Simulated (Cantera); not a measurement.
# Ignition delay

Mixture: 15.5 % CH4, 0.419 % C2H6, 17.7 % O2, 66.4 % N2, equivalence ratio 1.8, at 56000 Pa, adiabatic and at constant pressure. Ignition delay is the time to a rise of 400 K.

Model: GRI-Mech 3.0 (53 species, 325 reactions), integrated in Cantera.

| T0 (K) | delay (ms) |
|---|---|
| 1075 | 260 |
| 1150 | 90.6 |
| 1225 | 32.5 |
| 1300 | 12.0 |
| 1375 | 4.59 |
| 1450 | 1.87 |
| 1525 | 0.828 |
| 1600 | 0.408 |

```
Property                                                Result
--------------------------------------------------  ----------
apparent activation energy between 1450 and 1600 K  200 kJ/mol
```
